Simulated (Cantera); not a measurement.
Gas mixture: H2 = 0.2 (molar parts), at 38000 Pa, frozen composition.

Cantera's kinetic-theory transport with the Lennard-Jones parameters of GRI-Mech 3.0, ideal gas; thermal conductivity in the mixture-averaged form.

D: mixture-averaged diffusion coefficient of that species in the mixture.

| T (K) | ρ (kg/m³) | cp (J/kg/K) | μ (µPa s) | λ (mW/m/K) | Pr | D (cm²/s) C2H2 | D (cm²/s) NO | D (cm²/s) NH3 |
|---|---|---|---|---|---|---|---|---|
| 400 | 0.0230 | 14520 | 10.9 | 229 | 0.689 | 2.73 | 3.38 | 3.60 |
| 600 | 0.0154 | 14510 | ___ | ___ | 0.688 | ___ | ___ | ___ |
| 800 | 0.0115 | 14690 | 17.0 | 363 | 0.689 | 8.80 | 10.7 | 12.0 |
| 1000 | 0.00921 | 14960 | 19.7 | 428 | 0.687 | 12.8 | 15.6 | 17.5 |
| 1200 | 0.00768 | 15380 | 22.1 | 494 | 0.689 | 17.3 | 21.1 | 23.8 |
| 1400 | 0.00658 | 15800 | ___ | ___ | 0.690 | ___ | ___ | ___ |
| 1600 | 0.00576 | 16220 | 26.6 | 625 | 0.691 | 27.9 | 33.9 | 38.4 |
| 1800 | 0.00512 | 16620 | 28.7 | 690 | 0.692 | 33.9 | 41.2 | 46.7 |
| 2000 | 0.00461 | 16990 | 30.8 | 754 | 0.693 | 40.3 | 49.0 | 55.6 |

**Question.** Complete the blanks.

**Answer.** 
- 600, μ (µPa s): 14.1
- 600, λ (mW/m/K): 298
- 600, D (cm²/s) C2H2: 5.43
- 600, D (cm²/s) NO: 6.66
- 600, D (cm²/s) NH3: 7.33
- 1400, μ (µPa s): 24.4
- 1400, λ (mW/m/K): 559
- 1400, D (cm²/s) C2H2: 22.3
- 1400, D (cm²/s) NO: 27.2
- 1400, D (cm²/s) NH3: 30.7
